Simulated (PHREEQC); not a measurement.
A made-up water analysis in mg/L, 20 °C, pH 6.54, pe 11.9: Na 0.00713; K 0.000831; Ca 0.146; Mg 0.00086; Cl 0.108; S(6) as SO4 0.157; Alkalinity as HCO3 0.109; N(5) as NO3 6.24e-05; B 0.00117; Br 0.000498; Li 8.44e-05.

Cl is adjusted to close the charge balance.
Valence states are taken as typed.

Computed with PHREEQC (ion-association model, wateq4f.dat).

| Property | Value |
|---|---|
| ionic strength | 1.33e-5 mol/kgw |

```
species  molality  activity   log γ
-------  --------  --------  ------
Ca+2      3.64e-6   3.58e-6  -0.007
Cl-       2.64e-6   2.63e-6  -0.002
HCO3-     2.05e-6   2.04e-6  -0.002
SO4-2     1.63e-6   1.61e-6  -0.007
CO2       1.42e-6   1.42e-6   0.000
Na+       3.10e-7   3.09e-7  -0.002
H+        2.90e-7   2.88e-7  -0.002
H3BO3     1.08e-7   1.08e-7   0.000
```

This is a speciation only: nothing precipitates in the calculation.
